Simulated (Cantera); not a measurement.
A Cantera script and its output.

```python
import numpy as np
import cantera as ct

gas = ct.Solution("gri30.yaml")


def delay(T, t_max=10):
    gas.TPX = T, 500000, {'H2': 1, 'O2': 0.417, 'N2': 1.57}
    reactor = ct.IdealGasReactor(gas, clone=False)
    net = ct.ReactorNet([reactor])
    net.rtol, net.atol = 1e-8, 1e-16
    while net.time < t_max:
        t_old, T_old = net.time, reactor.T
        net.step()
        if reactor.T > T + 400:  # ignition: a rise of 400 K
            return t_old + (T + 400 - T_old) / (reactor.T - T_old) * (net.time - t_old)
    return np.nan


taus = []
for T in [925, 1000, 1075, 1150, 1225, 1300, 1375]:
    taus.append(delay(T))
    print(f"T0 = {T:6g} K   tau = {taus[-1]:.4e} s")
```

Result:

```
T0 =    925 K   tau = 7.0616e-02 s
T0 =   1000 K   tau = 9.4257e-03 s
T0 =   1075 K   tau = 1.1248e-03 s
T0 =   1150 K   tau = 4.6849e-05 s
T0 =   1225 K   tau = 1.1778e-05 s
T0 =   1300 K   tau = 6.5170e-06 s
T0 =   1375 K   tau = 4.3551e-06 s
```

Cantera simulation using GRI-Mech 3.0 (53 species, 325 reactions); the numbers are that mechanism's predictions, not measurements. The hydrogen kinetics of GRI-Mech 3.0 are dated; newer H2 mechanisms differ, most at raised pressure. Below about 950 K walls govern HO2 and H2O2 in real vessels.
